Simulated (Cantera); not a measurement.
An isothermal, constant-pressure homogeneous reactor starts with N₂O : O₂ = 1 : 0.16 (molar parts), at 1600 K and 750 Torr.

Detailed kinetics in Cantera: GRI-Mech 3.0 (53 species, 325 reactions). GRI-Mech 3.0 was tuned for natural gas; its chemistry of N2O as a main component is partial and can be far from experiment. The temperature is held fixed by assumption; the heat of reaction is taken as removed at once.

One state of this run: x N₂O = 1.76e-6; x O₂ = 0.363; x O = 8.80e-6; x N₂ = 0.568; x NO₂ = 0.000363; x NO = 0.0687. x: mole fraction; the columns are a selection and need not sum to one.

Question: Which value of t (s) does it belong to?
(A) 100
(B) 34.6
(C) 0.0588
(D) 0.00242

Answer: A, 100
